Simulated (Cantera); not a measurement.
Cantera run:

```python
import numpy as np
import cantera as ct

gas_names = """
    CL CL2 H HCL H2 Si SiCL SiCL2 SiCL3 SiCL4 SiH SiHCL3 SiH2 SiH2CL2 SiH3 SiH3CL SiH4 Si2 Si3
""".split()
cond_names = """
    Si(cr) Si(L)
""".split()


# ... load() reads the species with a 1 bar reference pressure and builds the phases ...
atoms = {
    'SiCl4': {'Si': 1, 'CL': 4},
    'H2': {'H': 2},
    'Cl2': {'CL': 2},
}
top_T = {}  # K; cautious upper limits of use, not melting points


# ... equilibrate(T, P, feed) seeds the gas with the atoms and calls Mixture.equilibrate('TP', solver="vcs", rtol=1e-11, max_steps=5000) ...
results = []
feed = {'SiCl4': 1, 'H2': 4, 'Cl2': 2}  # mol
T = 750  # K
P = 220000  # Pa
mix = equilibrate(T, P, feed)
results.append((T, P, feed, dict(zip(mix.species_names, mix.species_moles))))
x = sorted(zip(gas.X, gas.species_names), reverse=True)
print(f"T = {T:g} K  P = {P:g} Pa  gas = {mix.phase_moles(0):.4g} mol")
print("   x: " + "  ".join(f"{s} {v:.3e}" for v, s in x if v > 1e-06))
print("   condensed (mol): " + ("  ".join(f"{mix.phase(i).name} {mix.phase_moles(i):.4g}"
      for i in range(1, mix.n_phases) if mix.phase_moles(i) > 1e-12) or "none"))
```

Result:

```
T = 750 K  P = 220000 Pa  gas = 7 mol
   x: HCL 5.715e-01  H2 2.857e-01  SiCL4 1.428e-01  SiHCL3 3.231e-05
   condensed (mol): none
```

These are equilibrium values from Cantera (NASA tables, ideal gas, pure condensed phases), not measurements of a reactor.
